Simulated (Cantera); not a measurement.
Input (Python, Cantera):

```python
import numpy as np
import cantera as ct

gas = ct.Solution("gri30.yaml")
gas.TPX = 1375, 101325, {'N2O': 1}
reactor = ct.IdealGasConstPressureReactor(gas, energy="off", clone=False)
net = ct.ReactorNet([reactor])
net.rtol, net.atol = 1e-08, 1e-18
show = ['N2O', 'O', 'NO', 'N2', 'NO2']
times = np.geomspace(0.0002, 20, 10)

steps = ct.SolutionArray(gas, extra=["t"])
rows = []
print(f"{'t/s':>10s}{'T/K':>9s}{'P/Pa':>11s}" + "".join(f"{s:>11s}" for s in show))
for t in times:
    while net.time < t:
        t_next = net.step()
        steps.append(gas.state, t=t_next)
    rows.append([np.interp(t, steps.t, y) for y in (steps.T, steps.P, *steps(*show).X.T)])
    print(f"{t:10.3e}{rows[-1][0]:9.1f}{rows[-1][1]:11.4g}" + "".join(f"{x:11.3e}" for x in rows[-1][2:]))
rate = np.gradient(steps.T, steps.t)
print("integrator steps:", len(steps.t))
if steps.T.max() > steps.T[0] + 200:
    print(f"time of steepest temperature rise: {steps.t[rate.argmax()]:.4e} s")
gas.TPX = 1375, 101325, {'N2O': 1}
gas.equilibrate("TP")
print(f"equilibrium (TP): T = {gas.T:.1f} K  " + "  ".join(f"{s} {gas[s].X[0]:.3e}" for s in show))
```

Result:

```
       t/s      T/K       P/Pa        N2O          O         NO         N2        NO2
 2.000e-04   1375.0  1.013e+05  9.968e-01  1.823e-05  3.844e-04  1.909e-03  2.062e-07
 7.188e-04   1375.0  1.013e+05  9.887e-01  1.821e-05  1.389e-03  6.861e-03  2.418e-06
 2.583e-03   1375.0  1.013e+05  9.600e-01  1.809e-05  4.884e-03  2.419e-02  2.146e-05
 9.283e-03   1375.0  1.013e+05  8.665e-01  1.760e-05  1.618e-02  8.086e-02  1.123e-04
 3.336e-02   1375.0  1.013e+05  6.199e-01  1.586e-05  4.498e-02  2.309e-01  3.549e-04
 1.199e-01   1375.0  1.013e+05  2.408e-01  1.060e-05  8.344e-02  4.643e-01  6.856e-04
 4.309e-01   1375.0  1.013e+05  2.556e-02  2.311e-06  9.460e-02  6.022e-01  8.071e-04
 1.549e+00   1375.0  1.013e+05  5.642e-05  3.451e-07  9.392e-02  6.195e-01  8.915e-04
 5.565e+00   1375.0  1.013e+05  2.644e-06  3.406e-07  9.380e-02  6.196e-01  8.916e-04
 2.000e+01   1375.0  1.013e+05  2.621e-06  3.408e-07  9.339e-02  6.198e-01  8.879e-04
integrator steps: 1111
equilibrium (TP): T = 1375.0 K  N2O 4.338e-08  O 3.673e-07  NO 7.310e-04  N2 6.663e-01  NO2 7.501e-06
```

Computed with Cantera and GRI-Mech 3.0 (53 species, 325 reactions). GRI-Mech 3.0 was tuned for natural gas; its chemistry of N2O as a main component is partial and can be far from experiment. The mechanism lacks the step 2 NO + O2 → 2 NO2, which can matter for NO2 below about 1400 K. The temperature is held fixed by assumption; the heat of reaction is taken as removed at once.
